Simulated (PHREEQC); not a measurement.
0.01 mol of Fluorite (CaF2) is brought to equilibrium with 1 kg of water holding 0.01 mol/kgw NaCl, at 25 °C, the pH being set by adding NaOH or HCl. Oxygen alone is held at its pressure in air (log pO2 = -0.68). CO2 from the air is kept out. The run lets Fluorite precipitate or redissolve, and no other solid.

All values are PHREEQC results (ion-association model, phreeqc.dat), not measurements.

```tsv
pH	dissolved Ca (mol/kgw)	dissolved F (mol/kgw)	HF (mol/kgw)
3	0.000406	0.000813	0.000463
3.44	0.000299	0.000597	0.000194
3.88	0.000255	0.000510	7.62e-5
4.31	0.000238	0.000477	2.92e-5
4.75	0.000232	0.000464	1.08e-5
5.19	0.000230	0.000459	3.93e-6
5.62	0.000229	0.000457	1.46e-6
6.06	0.000228	0.000457	5.31e-7
6.5	0.000228	0.000457	1.93e-7
6.94	0.000228	0.000456	7.00e-8
7.38	0.000228	0.000456	2.54e-8
7.81	0.000228	0.000456	9.44e-9
8.25	0.000228	0.000456	3.43e-9
8.69	0.000228	0.000456	1.25e-9
9.12	0.000228	0.000457	4.63e-10
9.56	0.000228	0.000457	1.68e-10
10	0.000229	0.000457	6.10e-11
```

Complexes and solids missing from the database can't appear.
